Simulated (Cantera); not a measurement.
Input: 1 mol C2F6, 1 mol H2, equilibrated at 3100 K.

Equilibrium computed with Cantera from the NASA thermochemical tables; the gas is ideal and each condensed phase is pure. Candidate condensed phases: C, C6H6, C7H8, C8H18; 95 gas species. The feed counts by its element totals alone. The tables' values for C2F4 are old estimates; treat these amounts as uncertain. Gases not in the tables: C2F6 and larger saturated fluorocarbons. Rates play no part.

x: gas mole fraction; n: condensed amount in mol.

```
P (Pa)    x F     x HF     x CF2       x H       x C     x CF      x C3      x C2  n C(graphite)
------  -----  -------  --------  --------  --------  -------  --------  --------  -------------
1       0.600  0.00356   2.07e-7     0.198     0.195  0.00130  0.000315   0.00213              0
3.60    0.601        ?         ?     0.193         ?        ?         ?         ?              0
13      0.606   0.0420   2.43e-5     0.178     0.133   0.0116    0.0167    0.0128              0
46      0.602    0.111  0.000171     0.134    0.0756   0.0233    0.0388    0.0147              0
170     0.579        ?         ?         ?         ?        ?         ?         ?              0
600     0.550    0.268   0.00518    0.0271    0.0161   0.0591    0.0640   0.00873              0
2200    0.530    0.312    0.0232   0.00892   0.00578   0.0749    0.0397   0.00412          0.522
7700    0.494    0.348    0.0704   0.00305   0.00165   0.0698    0.0114   0.00118          0.972
28000   0.391    0.386     0.161   0.00117  0.000454   0.0553   0.00312  0.000323          0.814
100000  0.263    0.428     0.259  0.000543  0.000127   0.0371  0.000874   9.06e-5          0.548
```

Question: Some entries are withheld; supply them.

Answer: 
- 170, x HF: 0.205
- 170, x CF2: 0.00103
- 170, x H: 0.0694
- 170, x C: 0.0360
- 170, x CF: 0.0393
- 170, x C3: 0.0571
- 170, x C2: 0.0123
- 3.60, x HF: 0.0125
- 3.60, x CF2: 2.47e-6
- 3.60, x C: 0.179
- 3.60, x CF: 0.00431
- 3.60, x C3: 0.00316
- 3.60, x C2: 0.00647
